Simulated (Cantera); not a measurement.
Abatement and gas-phase synthesis: SO₂ + O₂

Feed: 1 mol SO₂, 0.27 mol O₂, at 0.220 bar.

These are equilibrium values from Cantera (NASA tables, ideal gas, pure condensed phases), not measurements of a reactor. Candidate condensed phases: S; 10 gas species. Rates play no part.

```
T (K)  log p SO₂  log p O₂  log p SO  log p O  log p S  log p SO₃
-----  ---------  --------  --------  -------  -------  ---------
1898       -0.76     -1.33     -4.35    -4.20    -8.37      -3.55
1973       -0.76     -1.33     -4.03    -3.93    -7.77      -3.64
2048       -0.76     -1.33     -3.74    -3.68    -7.21      -3.74
2123       -0.76     -1.33     -3.47    -3.45    -6.69      -3.82
2198       -0.76     -1.33     -3.22    -3.24    -6.20      -3.90
2273       -0.77     -1.33     -2.98    -3.04    -5.75      -3.97
2348       -0.77     -1.33     -2.76    -2.85    -5.33      -4.04
2423       -0.77     -1.33     -2.56    -2.67    -4.93      -4.11
2498       -0.78     -1.33     -2.37    -2.51    -4.56      -4.18
2573       -0.79     -1.33     -2.20    -2.35    -4.22      -4.24
2648       -0.80     -1.33     -2.04    -2.21    -3.90      -4.31
2723       -0.82     -1.33     -1.89    -2.07    -3.61      -4.37
2798       -0.84     -1.33     -1.76    -1.93    -3.33      -4.44
2873       -0.87     -1.33     -1.65    -1.81    -3.08      -4.52
```
log p: log10 of the partial pressure in bar; nothing condenses.

From 1898 K to 2873 K nothing is condensed.
